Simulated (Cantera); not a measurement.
A perfectly stirred reactor is fed with CH3OH : O2 : N2 = 0.017 : 0.01 : 1 (molar parts), equivalence ratio 2.6, at 2.37 atm; it is held at 1475 K, and followed from long to short residence time.

Computed with Cantera and GRI-Mech 3.0 (53 species, 325 reactions). GRI-Mech 3.0 was tuned for natural gas; its chemistry of methanol as a main component is partial and can be far from experiment.

**Question.** What does this change do: pressure from 2.37 atm to 0.612 atm?

**Answer.** 
| quantity | before | after |
|---|---|---|
| x(CH3OH) at τ = 0.810 s | 1.27e-6 | 1.02e-6 |
| x(O2) at τ = 0.810 s | 2.08e-5 | 1.79e-5 |
| x(CO2) at τ = 0.810 s | 0.00404 | 0.00406 |
| x(C2H2) at τ = 0.810 s | 2.88e-6 | 1.71e-6 |
| x(NO) at τ = 0.810 s | 2.69e-7 | 2.81e-6 |
| x(CH3OH) at τ = 17.0 ms | 1.59e-5 | 1.74e-5 |
| x(O2) at τ = 17.0 ms | 0.000248 | 0.000279 |
| x(CO2) at τ = 17.0 ms | 0.00319 | 0.00312 |
| x(C2H2) at τ = 17.0 ms | 7.15e-6 | 8.76e-6 |
| x(NO) at τ = 17.0 ms | 9.87e-7 | 2.74e-6 |

**Question.** What does this change do: CH3OH 0.017 to 0.026 parts?

**Answer.** 
```csv
quantity,before,after
x(CH3OH) at τ = 0.810 s,1.27e-6,3.00e-6
x(O2) at τ = 0.810 s,2.08e-5,3.13e-5
x(CO2) at τ = 0.810 s,0.00404,0.00354
x(C2H2) at τ = 0.810 s,2.88e-6,1.40e-5
x(NO) at τ = 0.810 s,2.69e-7,1.25e-8
x(CH3OH) at τ = 17.0 ms,1.59e-5,3.61e-5
x(O2) at τ = 17.0 ms,0.000248,0.000340
x(CO2) at τ = 17.0 ms,0.00319,0.00251
x(C2H2) at τ = 17.0 ms,7.15e-6,2.43e-5
x(NO) at τ = 17.0 ms,9.87e-7,1.45e-7
```
